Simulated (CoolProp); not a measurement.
Methanol at several states: Z from the reference equation and from simpler models built on Tc = 513.4 K, pc = 8.216 MPa, ω = 0.565; each cubic takes its own stable root.

The numbers come from the reference Helmholtz-energy equation of state, de Reuck 1993 in CoolProp.

```json
[
 {"T (K)": "373.5", "p (MPa)": "0.854", "phase": "liquid", "reference": "0.01239", "Soave-Redlich-Kwong": "0.01626", "Peng-Robinson": "0.01438"},
 {"T (K)": "411", "p (MPa)": "3.47", "phase": "liquid", "reference": "0.04860", "Soave-Redlich-Kwong": "0.06508", "Peng-Robinson": "0.05747"},
 {"T (K)": "211.4", "p (MPa)": "0.0225", "phase": "liquid", "reference": "0.0004720", "Soave-Redlich-Kwong": "0.0006267", "Peng-Robinson": "0.0005596"},
 {"T (K)": "391.7", "p (MPa)": "2.48", "phase": "liquid", "reference": "0.03523", "Soave-Redlich-Kwong": "0.04664", "Peng-Robinson": "0.04122"},
 {"T (K)": "291.9", "p (MPa)": "0.0195", "phase": "liquid", "reference": "0.0003250", "Soave-Redlich-Kwong": "0.0004218", "Peng-Robinson": "0.0003750"},
 {"T (K)": "565.7", "p (MPa)": "0.21", "phase": "gas", "reference": "0.9945", "Soave-Redlich-Kwong": "0.9941", "Peng-Robinson": "0.9932"}
]
```
